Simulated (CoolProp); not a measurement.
A single-stage vapour-compression cycle with ethylene: evaporating at 206.15 K (dew point), condensing at 239.15 K (bubble point), superheat 5 K, subcooling 5 K, compressor efficiency 0.7, no pressure losses. Each further row changes one setting.

Model: reference Helmholtz-energy equation of state, Smukala 2000, in CoolProp.

```json
[
 {"case": "as stated", "cooling COP": "3.60", "pressure ratio": "2.98", "discharge temperature (K)": "290.1", "refrigerating effect (kJ/kg)": "352", "volumetric capacity (kJ/m³)": "3650"},
 {"case": "evaporating temperature 211.15 K", "cooling COP": "4.45", "pressure ratio": "2.47", "discharge temperature (K)": "281.6", "refrigerating effect (kJ/kg)": "355", "volumetric capacity (kJ/m³)": "…"},
 {"case": "condensing temperature 234.15 K", "cooling COP": "4.39", "pressure ratio": "2.57", "discharge temperature (K)": "279.0", "refrigerating effect (kJ/kg)": "367", "volumetric capacity (kJ/m³)": "3800"},
 {"case": "subcooling 10 K", "cooling COP": "3.75", "pressure ratio": "2.98", "discharge temperature (K)": "290.1", "refrigerating effect (kJ/kg)": "367", "volumetric capacity (kJ/m³)": "3800"},
 {"case": "superheat 15 K", "cooling COP": "3.53", "pressure ratio": "2.98", "discharge temperature (K)": "…", "refrigerating effect (kJ/kg)": "367", "volumetric capacity (kJ/m³)": "3580"},
 {"case": "compressor efficiency 0.6", "cooling COP": "3.09", "pressure ratio": "2.98", "discharge temperature (K)": "…", "refrigerating effect (kJ/kg)": "352", "volumetric capacity (kJ/m³)": "3650"}
]
```

Q: Complete the blanks.

A: 
- evaporating temperature 211.15 K, volumetric capacity (kJ/m³): 4410
- superheat 15 K, discharge temperature (K): 302.3
- compressor efficiency 0.6, discharge temperature (K): 299.4
